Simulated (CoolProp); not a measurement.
A single-stage vapour-compression cycle with chlorine: evaporating at 269.15 K (dew point), condensing at 324.15 K (bubble point), superheat 2 K, subcooling 0 K, compressor efficiency 0.75, no pressure losses. Each further row changes one setting.

Values from CoolProp's reference Helmholtz-energy equation of state, Thol 2021.

```tsv
case	cooling COP	pressure ratio	discharge temperature (K)	refrigerating effect (kJ/kg)	volumetric capacity (kJ/m³)
as stated	2.93	4.59	428.5	215	2310
evaporating temperature 274.15 K	…	3.89	…	216	2720
condensing temperature 319.15 K	3.29	4.09	…	220	2370
subcooling 5 K	3.00	4.59	428.5	220	2370
```

Complete the blanks.


- evaporating temperature 274.15 K, cooling COP: 3.35
- evaporating temperature 274.15 K, discharge temperature (K): 415.7
- condensing temperature 319.15 K, discharge temperature (K): 414.7
